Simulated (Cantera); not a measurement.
## Silicon epitaxy and polysilicon growth: SiHCl3 + HCl + H2

A closed system holds: 1 mol SiHCl3, 0.11 mol HCl, 62 mol H2, at 0.133 bar.

Method: chemical equilibrium by Gibbs-energy minimisation in Cantera with the NASA 1993 tables (ideal gas, pure condensed phases). Candidate condensed phases: Si; 19 gas species. The tables' values for SiCl3, SiCl are old estimates; treat these amounts as uncertain. Gases not in the tables: Si2H6 and higher silanes. Equilibrium is a limit: real reactors are often held back by kinetics, nucleation or transport.

```json
[
 {"T (°C)": "1102", "x H2": "0.957", "x HCl": "0.0376", "x SiCl2": "0.00426", "x H": "9.18e-6", "x SiCl3": "0.000359", "x SiHCl3": "0.000226", "n Si(s)": "0.677", "n Si(l)": "0"},
 {"T (°C)": "1152", "x H2": "0.957", "x HCl": "0.0380", "x SiCl2": "0.00454", "x H": "1.83e-5", "x SiCl3": "0.000267", "x SiHCl3": "0.000122", "n Si(s)": "0.677", "n Si(l)": "0"},
 {"T (°C)": "1202", "x H2": "0.957", "x HCl": "0.0380", "x SiCl2": "0.00476", "x H": "3.47e-5", "x SiCl3": "0.000198", "x SiHCl3": "6.69e-5", "n Si(s)": "0.674", "n Si(l)": "0"},
 {"T (°C)": "1252", "x H2": "0.957", "x HCl": "0.0380", "x SiCl2": "0.00494", "x H": "6.34e-5", "x SiCl3": "0.000149", "x SiHCl3": "3.80e-5", "n Si(s)": "0.669", "n Si(l)": "0"},
 {"T (°C)": "1302", "x H2": "0.957", "x HCl": "0.0379", "x SiCl2": "0.00508", "x H": "0.000111", "x SiCl3": "0.000113", "x SiHCl3": "2.22e-5", "n Si(s)": "0.664", "n Si(l)": "0"},
 {"T (°C)": "1352", "x H2": "0.957", "x HCl": "0.0377", "x SiCl2": "0.00521", "x H": "0.000189", "x SiCl3": "8.73e-5", "x SiHCl3": "1.34e-5", "n Si(s)": "0.658", "n Si(l)": "0"},
 {"T (°C)": "1402", "x H2": "0.957", "x HCl": "0.0376", "x SiCl2": "0.00533", "x H": "0.000311", "x SiCl3": "6.82e-5", "x SiHCl3": "8.33e-6", "n Si(s)": "0.651", "n Si(l)": "0"},
 {"T (°C)": "1452", "x H2": "0.956", "x HCl": "0.0379", "x SiCl2": "0.00518", "x H": "0.000497", "x SiCl3": "5.23e-5", "x SiHCl3": "5.15e-6", "n Si(s)": "0", "n Si(l)": "0.661"}
]
```
x: gas mole fraction; n: condensed amount in mol.

From 1102 °C to 1402 °C the condensed part is Si(s). At 1452 °C the condensed part is Si(l). The main Si-bearing gas is SiCl2 throughout.
